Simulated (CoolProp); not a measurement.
A Linde-Hampson liquefier for carbon monoxide: isothermal reversible compression at 230 K from 1 atm to 20 MPa, throttling to 1 atm, return gas leaving the recuperator 2 K below the feed. Each further row changes one setting.

Values from CoolProp's reference Helmholtz-energy equation of state, Lemmon 2006. It is a short technical equation, of lower accuracy than the large ones.

| case | liquid yield per pass | compression work (kJ/kg of gas) |
|---|---|---|
| as stated | 0.175 | 348 |
| high pressure 40 MPa | 0.204 | 399 |
| warm-end temperature 260 K | 0.124 | 401 |
| warm-end gap 7 K | 0.163 | 348 |
